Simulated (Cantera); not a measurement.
Mixture: CH4 : O2 : N2 = 1 : 1.82 : 6.84 (molar parts), at 900000 Pa, adiabatic and at constant pressure. Ignition delay is the time to a rise of 400 K.

Model: GRI-Mech 3.0 (53 species, 325 reactions), integrated in Cantera.

Task: What does this change do: 0.037 parts H2 added?

Result: 
```csv
quantity,before,after
delay at 1275 K,2.28 ms,1.57 ms
delay at 1475 K,0.272 ms,0.226 ms
delay at 1675 K,45.3 µs,40.7 µs
delay at 1875 K,10.8 µs,10.2 µs
delay at 2075 K,3.63 µs,3.50 µs
apparent activation energy between 1875 and 2075 K,180 kJ/mol,170 kJ/mol
```

Task: What does this change do: 0.47 parts H2 added?

Result: 
```tsv
quantity	before	after
delay at 1275 K	2.28 ms	0.231 ms
delay at 1475 K	0.272 ms	57.9 µs
delay at 1675 K	45.3 µs	17.0 µs
delay at 1875 K	10.8 µs	5.91 µs
delay at 2075 K	3.63 µs	2.45 µs
apparent activation energy between 1875 and 2075 K	180 kJ/mol	140 kJ/mol
```
